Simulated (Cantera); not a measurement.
A Cantera script and what it prints.

```python
import numpy as np
import cantera as ct

gas_names = [...]  # 136 gases of nasa_gas.yaml made of C, H, N, O
cond_names = """
    C(gr) C6H6(L) C7H8(L) C8H18(L),n-octa H2O(s) H2O(L)
""".split()


# ... load() reads the species with a 1 bar reference pressure and builds the phases ...
atoms = {
    'acetone': {'C': 3, 'H': 6, 'O': 1},
    'NH3': {'N': 1, 'H': 3},
}
top_T = {'C(gr)': 4500}  # K; cautious upper limits of use, not melting points


# ... equilibrate(T, P, feed) seeds the gas with the atoms and calls Mixture.equilibrate('TP', solver="vcs", rtol=1e-11, max_steps=5000) ...
results = []
feed = {'acetone': 1, 'NH3': 2}  # mol
P = 92  # Pa
for T in [975, 1050, 1125, 1200, 1275, 1350, 1425, 1500, 1575, 1650, 1725, 1800, 1875, 1950]:
    mix = equilibrate(T, P, feed)
    results.append((T, P, feed, dict(zip(mix.species_names, mix.species_moles))))

top = {s: max(r[3][s] / sum(r[3][g] for g in gas_names) for r in results) for s in gas_names}
cols = sorted((s for s in top if top[s] > 1e-05), key=lambda s: -top[s])[:9]
seen = [c for c in cond_names if any(r[3].get(c, 0) > 1e-12 for r in results)]
print("log10 of partial pressures in bar; condensed amounts in mol")
print(f"{'T/K':>10s}" + "".join(f"{s[:9]:>10s}" for s in cols + seen))
for T, P, feed, n in results:
    ng = sum(n[g] for g in gas_names)
    print(f"{T:10.4g}" + "".join(f"{np.log10(max(n[s] / ng * P / 1e5, 1e-99)):10.3f}" for s in cols)
          + "".join(f"{n.get(c, 0):10.4g}" for c in seen))
```

It prints:

```
log10 of partial pressures in bar; condensed amounts in mol
       T/K        H2        N2        CO         H       HCN C2H2,acet       HNC       CH4       H2O     C(gr)
       975    -3.161    -3.939    -3.940   -10.522    -9.014   -12.405   -11.925    -7.223    -7.322         2
      1050    -3.161    -3.939    -3.939    -9.672    -8.504   -11.545   -11.183    -7.565    -7.842         2
      1125    -3.161    -3.939    -3.939    -8.933    -8.063   -10.800   -10.541    -7.862    -8.292         2
      1200    -3.161    -3.939    -3.939    -8.285    -7.678   -10.150    -9.979    -8.124    -8.686         2
      1275    -3.161    -3.939    -3.939    -7.713    -7.339    -9.577    -9.485    -8.355    -9.034         2
      1350    -3.161    -3.939    -3.939    -7.203    -7.037    -9.068    -9.045    -8.562    -9.342     1.999
      1425    -3.161    -3.940    -3.939    -6.747    -6.768    -8.614    -8.652    -8.747    -9.618     1.998
      1500    -3.162    -3.940    -3.939    -6.335    -6.527    -8.206    -8.299    -8.913    -9.866     1.997
      1575    -3.162    -3.941    -3.940    -5.962    -6.308    -7.838    -7.980    -9.064   -10.090     1.995
      1650    -3.163    -3.941    -3.940    -5.623    -6.111    -7.504    -7.691    -9.202   -10.294     1.993
      1725    -3.164    -3.943    -3.940    -5.313    -5.931    -7.200    -7.428    -9.329   -10.481     1.988
      1800    -3.167    -3.945    -3.942    -5.030    -5.768    -6.923    -7.189    -9.448   -10.653     1.982
      1875    -3.172    -3.948    -3.943    -4.769    -5.619    -6.671    -6.970    -9.561   -10.815     1.974
      1950    -3.179    -3.953    -3.946    -4.530    -5.485    -6.441    -6.771    -9.671   -10.968     1.963
```

Cantera equilibrium calculation (NASA polynomials, part measured and part estimated; ideal gas, pure solids and liquids). The feed counts by its element totals alone.
